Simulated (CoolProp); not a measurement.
A single-stage vapour-compression cycle with n-butane: evaporating at 289.15 K (dew point), condensing at 310.15 K (bubble point), superheat 0 K, subcooling 0 K, compressor efficiency 0.75, no pressure losses. Each further row changes one setting.

Model: reference Helmholtz-energy equation of state, Bücker 2006, in CoolProp.

```tsv
case	cooling COP	pressure ratio	discharge temperature (K)	refrigerating effect (kJ/kg)	volumetric capacity (kJ/m³)
as stated	…	1.91	312.2	319	1500
evaporating temperature 294.15 K	12.8	…	…	326	1790
condensing temperature 305.15 K	12.6	…	…	331	1560
subcooling 5 K	9.79	1.91	312.2	331	1560
superheat 10 K	…	1.91	322.3	…	1510
compressor efficiency 0.65	8.16	1.91	315.0	319	1500
```

Problem. What belongs in the gaps?

Solution. 
- as stated, cooling COP: 9.42
- evaporating temperature 294.15 K, pressure ratio: 1.62
- evaporating temperature 294.15 K, discharge temperature (K): 311.6
- condensing temperature 305.15 K, pressure ratio: 1.65
- condensing temperature 305.15 K, discharge temperature (K): 307.0
- superheat 10 K, cooling COP: 9.52
- superheat 10 K, refrigerating effect (kJ/kg): 336
